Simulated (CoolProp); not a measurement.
Water at 326.59 K and 9.26 MPa flows at 2.8 m/s in a round tube of 6 mm bore and 0.25 µm roughness, fully developed (64/Re and Nu = 3.66 if laminar; Colebrook and Gnielinski if turbulent). Each further row changes one setting.

Computed with CoolProp (reference Helmholtz-energy equation of state, Wagner 2002).

| case | Reynolds number | Darcy friction factor | pressure drop (Pa/m) | heat-transfer coefficient (W/(m² K)) | mass flow (kg/h) |
|---|---|---|---|---|---|
| as stated | 32100 | 0.0232 | 15000 | 17600 | 282 |
| velocity 5.6 m/s | 64200 | 0.0199 | 51600 | 31900 | 565 |
| diameter 12 mm | 64200 | 0.0199 | 6420 | 15900 | 1130 |

Viscosity comes from a separate model (Huber 2009). Thermal conductivity comes from a separate model (Huber 2012).
